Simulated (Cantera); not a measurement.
A closed system holds: 1 mol HBr, 0.15 mol H2, held at 13300 Pa.

Equilibrium computed with Cantera from the NASA thermochemical tables; the gas is ideal and each condensed phase is pure. Candidate condensed phases: Br2; 5 gas species. The numbers say what is thermodynamically allowed, not how fast it happens.

x: gas mole fraction; nothing condenses.

```
T (K)  x HBr    x Br   x H2       x H
-----  -----  ------  -----  --------
1700   0.806  0.0433  0.150  0.000156
1775   0.776  0.0643  0.159  0.000316
1850   0.738  0.0905  0.170  0.000608
1925   0.694   0.121  0.183   0.00112
2000   0.643   0.156  0.198   0.00198
2075   0.589   0.193  0.213   0.00337
2150     [?]     [?]  0.229       [?]
2225     [?]     [?]  0.243       [?]
2300   0.422   0.307  0.257    0.0134
2375   0.370   0.341  0.268    0.0200
2450   0.322   0.373  0.276    0.0289
2525   0.277   0.400  0.282    0.0407
2600   0.237   0.424  0.283    0.0560
2675   0.201   0.443  0.281    0.0750
```

### Question
Fill in the missing entries.

### Answer

- 2225, x HBr: 0.477
- 2225, x Br: 0.270
- 2225, x H: 0.00875
- 2150, x HBr: 0.533
- 2150, x Br: 0.232
- 2150, x H: 0.00552
